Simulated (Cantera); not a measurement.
An adiabatic, constant-pressure homogeneous reactor starts with 14.6 % H₂, 17.9 % O₂, 67.2 % N₂, 0.322 % NO, at 1725 K and 1.00 bar.

Computed with Cantera and GRI-Mech 3.0 (53 species, 325 reactions).

x: mole fraction; the columns are a selection and need not sum to one.

```json
[
 {"t (s)": "3.00e-6", "T (K)": "1725", "x H₂": "0.146", "x O₂": "0.178", "x NO": "0.00322", "x H₂O": "0.000102", "x O": "2.48e-5", "x H₂O₂": "[?]", "x H": "8.18e-5"},
 {"t (s)": "1.26e-5", "T (K)": "1871", "x H₂": "0.0167", "x O₂": "0.101", "x NO": "0.00326", "x H₂O": "0.100", "x O": "0.0380", "x H₂O₂": "[?]", "x H": "0.0420"},
 {"t (s)": "5.27e-5", "T (K)": "2251", "x H₂": "0.0117", "x O₂": "0.102", "x NO": "0.00341", "x H₂O": "0.120", "x O": "0.0234", "x H₂O₂": "[?]", "x H": "0.0159"},
 {"t (s)": "0.000221", "T (K)": "2541", "x H₂": "0.00464", "x O₂": "0.106", "x NO": "0.00380", "x H₂O": "0.140", "x O": "0.00857", "x H₂O₂": "[?]", "x H": "0.00305"},
 {"t (s)": "0.000924", "T (K)": "2572", "x H₂": "0.00368", "x O₂": "0.106", "x NO": "0.00511", "x H₂O": "0.142", "x O": "0.00672", "x H₂O₂": "3.80e-7", "x H": "0.00210"},
 {"t (s)": "0.00387", "T (K)": "2567", "x H₂": "0.00363", "x O₂": "0.104", "x NO": "0.00937", "x H₂O": "0.143", "x O": "0.00648", "x H₂O₂": "3.73e-7", "x H": "0.00203"},
 {"t (s)": "0.0162", "T (K)": "2558", "x H₂": "0.00354", "x O₂": "0.101", "x NO": "0.0157", "x H₂O": "0.143", "x O": "0.00613", "x H₂O₂": "3.62e-7", "x H": "0.00193"},
 {"t (s)": "0.0680", "T (K)": "2557", "x H₂": "0.00353", "x O₂": "0.101", "x NO": "0.0167", "x H₂O": "0.143", "x O": "0.00608", "x H₂O₂": "3.61e-7", "x H": "0.00192"},
 {"t (s)": "0.285", "T (K)": "2557", "x H₂": "0.00353", "x O₂": "0.101", "x NO": "0.0167", "x H₂O": "0.143", "x O": "0.00608", "x H₂O₂": "3.61e-7", "x H": "0.00192"},
 {"t (s)": "1.19", "T (K)": "2557", "x H₂": "0.00353", "x O₂": "0.101", "x NO": "0.0167", "x H₂O": "0.143", "x O": "0.00608", "x H₂O₂": "3.61e-7", "x H": "0.00192"},
 {"t (s)": "5.00", "T (K)": "2557", "x H₂": "0.00353", "x O₂": "0.101", "x NO": "0.0167", "x H₂O": "0.143", "x O": "0.00608", "x H₂O₂": "3.61e-7", "x H": "0.00192"}
]
```

Q: What belongs in the gaps?

A: 
- 3.00e-6, x H₂O₂: 8.25e-8
- 1.26e-5, x H₂O₂: 7.61e-7
- 5.27e-5, x H₂O₂: 2.56e-7
- 0.000221, x H₂O₂: 2.99e-7
